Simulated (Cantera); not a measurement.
Adiabatic ignition

An adiabatic, constant-volume homogeneous reactor starts with CH4 : CO : O2 : N2 : H2O = 1 : 0.78 : 6.83 : 25.7 : 6.2 (molar parts), equivalence ratio 0.35, at 1250 K and 0.533 atm.

Computed with Cantera and GRI-Mech 3.0 (53 species, 325 reactions).

```csv
t (s),T (K),P (bar),x CH4,x CO,x O2,x H2O,x C2H,x CH3
4.00e-6,1250,0.540,0.0247,0.0193,0.169,0.153,<1e-12,1.41e-9
1.59e-5,1250,0.540,0.0247,0.0193,0.169,0.153,<1e-12,8.33e-9
6.34e-5,1250,0.540,0.0247,0.0193,0.169,0.153,<1e-12,4.25e-8
0.000252,1250,0.540,0.0247,0.0193,0.169,0.153,<1e-12,2.00e-7
0.00100,1250,0.540,0.0247,0.0193,0.169,0.153,<1e-12,1.17e-6
0.00400,1250,0.540,0.0247,0.0192,0.169,0.153,<1e-12,1.03e-5
0.0159,1256,0.542,0.0239,0.0192,0.168,0.154,<1e-12,3.92e-5
0.0634,2049,0.878,<1e-12,0.000280,0.110,0.202,<1e-12,<1e-12
0.252,2047,0.877,<1e-12,0.000278,0.110,0.202,<1e-12,<1e-12
1.00,2044,0.875,<1e-12,0.000271,0.109,0.202,<1e-12,<1e-12
4.00,2037,0.872,<1e-12,0.000259,0.107,0.202,<1e-12,<1e-12
```
x: mole fraction; the columns are a selection and need not sum to one.

```
Item                                                                   Value
---------------------------------  -----------------------------------------
time of steepest temperature rise                                    22.2 ms
temperature at 4.00 s                                                 2037 K
equilibrium temperature                                               2035 K
x(CH4) at 4.00 s                       <1e-12 (gas-phase equilibrium <1e-12)
x(CO) at 4.00 s                    0.000259 (gas-phase equilibrium 0.000256)
x(O2) at 4.00 s                          0.107 (gas-phase equilibrium 0.107)
```
